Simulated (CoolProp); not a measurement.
Vapour-liquid equilibrium of n-hexane (1) + toluene (2) at 1.28 bar; x and y are mole fractions of (1).

Model: multi-fluid Helmholtz-energy mixture model, Thol 2019 and Lemmon 2006; pair parameters Bell 2016, in CoolProp.

```json
[
 {"x": "0.05", "bubble temperature, mixture model (K)": "386.8", "bubble temperature, Raoult's law (K)": "388.5", "y, mixture model": "…", "y, Raoult's law": "0.140"},
 {"x": "0.125", "bubble temperature, mixture model (K)": "380.2", "bubble temperature, Raoult's law (K)": "383.5", "y, mixture model": "0.359", "y, Raoult's law": "0.312"},
 {"x": "0.2", "bubble temperature, mixture model (K)": "375.1", "bubble temperature, Raoult's law (K)": "379.1", "y, mixture model": "0.488", "y, Raoult's law": "0.447"},
 {"x": "0.275", "bubble temperature, mixture model (K)": "371.0", "bubble temperature, Raoult's law (K)": "375.0", "y, mixture model": "0.582", "y, Raoult's law": "0.555"},
 {"x": "0.35", "bubble temperature, mixture model (K)": "367.5", "bubble temperature, Raoult's law (K)": "371.4", "y, mixture model": "0.655", "y, Raoult's law": "0.643"},
 {"x": "0.425", "bubble temperature, mixture model (K)": "…", "bubble temperature, Raoult's law (K)": "368.0", "y, mixture model": "0.714", "y, Raoult's law": "0.715"},
 {"x": "0.5", "bubble temperature, mixture model (K)": "362.0", "bubble temperature, Raoult's law (K)": "365.0", "y, mixture model": "0.764", "y, Raoult's law": "0.775"},
 {"x": "0.575", "bubble temperature, mixture model (K)": "359.8", "bubble temperature, Raoult's law (K)": "362.1", "y, mixture model": "0.807", "y, Raoult's law": "0.826"},
 {"x": "0.65", "bubble temperature, mixture model (K)": "357.7", "bubble temperature, Raoult's law (K)": "359.5", "y, mixture model": "0.846", "y, Raoult's law": "0.868"},
 {"x": "0.725", "bubble temperature, mixture model (K)": "355.7", "bubble temperature, Raoult's law (K)": "357.1", "y, mixture model": "0.882", "y, Raoult's law": "0.904"},
 {"x": "0.8", "bubble temperature, mixture model (K)": "…", "bubble temperature, Raoult's law (K)": "354.8", "y, mixture model": "…", "y, Raoult's law": "0.936"},
 {"x": "0.875", "bubble temperature, mixture model (K)": "352.2", "bubble temperature, Raoult's law (K)": "352.7", "y, mixture model": "0.948", "y, Raoult's law": "0.963"},
 {"x": "0.95", "bubble temperature, mixture model (K)": "350.6", "bubble temperature, Raoult's law (K)": "350.8", "y, mixture model": "0.979", "y, Raoult's law": "0.986"}
]
```

### Question
What belongs in the gaps?

### Answer

- 0.05, y, mixture model: 0.174
- 0.425, bubble temperature, mixture model (K): 364.6
- 0.8, bubble temperature, mixture model (K): 353.9
- 0.8, y, mixture model: 0.916

The largest gap from Raoult's law is -4.0 K in bubble temperature, at x = 0.275. No azeotrope shows between x = 0.05 and 0.95.

The pair parameters rest on a limited set of measurements; away from them the model extrapolates.
